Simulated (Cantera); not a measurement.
# Counterflow diffusion flame

A counterflow diffusion flame at 1.00 bar, nozzles 20 mm apart: fuel side 100 % H2 at 450 K, oxidiser side 19.0 % O2, 81.0 % N2 at 400 K, fuel mass flux 0.27 times the oxidiser's; mixture-averaged transport, no radiation.

Computed with Cantera and the H2/O2 subset of GRI-Mech 3.0, which has no nitrogen chemistry. The maximum strain rate includes the flame's own expansion and is several times the mean.

```json
[
 {"oxidiser flux (kg/m²/s)": "0.6", "max strain (1/s)": "776", "mean strain (1/s)": "185", "T max (K)": "2305", "peak x OH": "0.0163", "peak x H": "0.0160", "peak x H2O": "0.258", "peak x HO2": "6.24e-5"},
 {"oxidiser flux (kg/m²/s)": "0.92", "max strain (1/s)": "1170", "mean strain (1/s)": "284", "T max (K)": "2250", "peak x OH": "0.0165", "peak x H": "0.0186", "peak x H2O": "0.255", "peak x HO2": "8.01e-5"},
 {"oxidiser flux (kg/m²/s)": "1.4", "max strain (1/s)": "1740", "mean strain (1/s)": "432", "T max (K)": "2201", "peak x OH": "0.0166", "peak x H": "0.0218", "peak x H2O": "0.252", "peak x HO2": "9.99e-5"},
 {"oxidiser flux (kg/m²/s)": "2.2", "max strain (1/s)": "2700", "mean strain (1/s)": "678", "T max (K)": "2130", "peak x OH": "0.0164", "peak x H": "0.0252", "peak x H2O": "0.248", "peak x HO2": "0.000123"},
 {"oxidiser flux (kg/m²/s)": "3.3", "max strain (1/s)": "4000", "mean strain (1/s)": "1020", "T max (K)": "2061", "peak x OH": "0.0159", "peak x H": "0.0287", "peak x H2O": "0.246", "peak x HO2": "0.000145"},
 {"oxidiser flux (kg/m²/s)": "5.1", "max strain (1/s)": "6160", "mean strain (1/s)": "1570", "T max (K)": "1993", "peak x OH": "0.0154", "peak x H": "0.0330", "peak x H2O": "0.242", "peak x HO2": "0.000171"},
 {"oxidiser flux (kg/m²/s)": "7.9", "max strain (1/s)": "9500", "mean strain (1/s)": "2440", "T max (K)": "1914", "peak x OH": "0.0145", "peak x H": "0.0371", "peak x H2O": "0.239", "peak x HO2": "0.000199"},
 {"oxidiser flux (kg/m²/s)": "12", "max strain (1/s)": "14300", "mean strain (1/s)": "3700", "T max (K)": "1838", "peak x OH": "0.0134", "peak x H": "0.0412", "peak x H2O": "0.234", "peak x HO2": "0.000229"}
]
```
x: mole fraction; the columns are a selection and need not sum to one.
